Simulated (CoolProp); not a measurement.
Computed with CoolProp (reference Helmholtz-energy equation of state, Thol 2016).

Q: For R1234ze(E), give the phase and the cp (kJ/(kg K)), Joule-Thomson coefficient (K/MPa), viscosity (µPa s) at 42.75 °C and 1.01 bar.

A: 
- 42.75 °C and 1.01 bar: gas; cp 0.913, Joule-Thomson coefficient 16.8, viscosity 13.1

Viscosity comes from a separate model (Bell 2016), an estimate that may be off by 10 % or more.
